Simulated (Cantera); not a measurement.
Equilibrium for titanium nitride, carbide and oxide coatings: Ti(OiPr)₄ + H₂O

A closed system holds: 1 mol Ti(OiPr)₄, a varied amount of H₂O, equilibrated at 83000 Pa.

These are equilibrium values from Cantera (NASA tables, ideal gas, pure condensed phases), not measurements of a reactor. Candidate condensed phases: C, C₆H₆, C₇H₈, C₈H₁₈, H₂O, Ti, TiC, TiO, TiO₂, Ti₂O₃, Ti₃O₅, Ti₄O₇; 113 gas species. The feed counts by its element totals alone. Mutual solubility and eutectic melting of coexisting phases are not modelled. TiC: taken at fixed stoichiometry. Condensed phases not in the tables: Magnéli phases beyond Ti₄O₇. Gases not in the tables: TiO(OH)₂. The numbers say what is thermodynamically allowed, not how fast it happens.

Problem. Map the stable condensed phases over T = 1423, 1473, 1523, 1573, 1623, 1673, 1723, 1773, 1823, 1873, 1923, 1973, 2023, 2073 K and n(H₂O) in mol = 1.9, 2.4, 3.1, 4, 5.1, 6.6, 8.5, 11, 14, 18.

Solution. 
```
T in K \ n(H₂O) in mol
         1.9 2.4 3.1   4 5.1 6.6 8.5  11  14  18
   2073    A   A   A   A   A   A   B   C   C   C
   2023    A   A   A   A   A   A   B   C   C   C
   1973    A   A   A   A   A   A   B   D   C   E
   1923    A   A   A   A   A   A   B   D   C   E
   1873    A   A   A   A   A   A   B   D   F   E
   1823    A   A   A   A   A   A   B   G   E   E
   1773    A   A   A   A   A   A   B   C   E   E
   1723    A   A   A   A   A   A   B   C   E   E
   1673    A   A   A   A   A   A   B   C   E   E
   1623    A   A   A   A   A   A   B   F   E   E
   1573    A   A   A   A   A   A   B   E   E   E
   1523    A   A   A   A   A   A   H   E   E   E
   1473    I   J   J   J   J   J   J   E   E   E
   1423    J   J   J   J   J   J   J   E   E   E
```
A: C + TiC; B: TiC + Ti₂O₃; C: Ti₄O₇; D: Ti₃O₅; E: TiO₂; F: TiO₂ + Ti₄O₇; G: Ti₃O₅ + Ti₄O₇; H: TiC + Ti₃O₅; I: C + TiC + Ti₃O₅; J: C + Ti₃O₅.
